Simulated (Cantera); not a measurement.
An isothermal, constant-pressure homogeneous reactor starts with N2O : N2 = 1 : 0.81 (molar parts), at 1575 K and 0.460 bar. Integrator tolerance rtol = 1e-08.

Model: GRI-Mech 3.0 (53 species, 325 reactions), integrated in Cantera. GRI-Mech 3.0 was tuned for natural gas; its chemistry of N2O as a main component is partial and can be far from experiment. The temperature is held fixed by assumption; the heat of reaction is taken as removed at once.

```
quantity                                            before                                     after
----------------  ----------------------------------------  ----------------------------------------
x(N2O) at 6.00 s   4.02e-6 (gas-phase equilibrium 7.15e-8)   3.49e-6 (gas-phase equilibrium 1.11e-7)
x(NO) at 6.00 s      0.109 (gas-phase equilibrium 0.00176)    0.0983 (gas-phase equilibrium 0.00176)
x(O) at 6.00 s     6.42e-6 (gas-phase equilibrium 7.37e-6)   4.21e-6 (gas-phase equilibrium 4.77e-6)
x(N2) at 6.00 s        0.729 (gas-phase equilibrium 0.783)       0.734 (gas-phase equilibrium 0.783)
x(NO2) at 6.00 s  0.000278 (gas-phase equilibrium 5.20e-6)  0.000395 (gas-phase equilibrium 8.04e-6)
```

What was changed between the two runs?
(A) pressure from 0.460 bar to 1.10 bar
(B) pressure from 0.460 bar to 0.0690 bar
(C) temperature 1575 to 1073 K
(D) N2O 1 to 5.8 parts

A, pressure from 0.460 bar to 1.10 bar
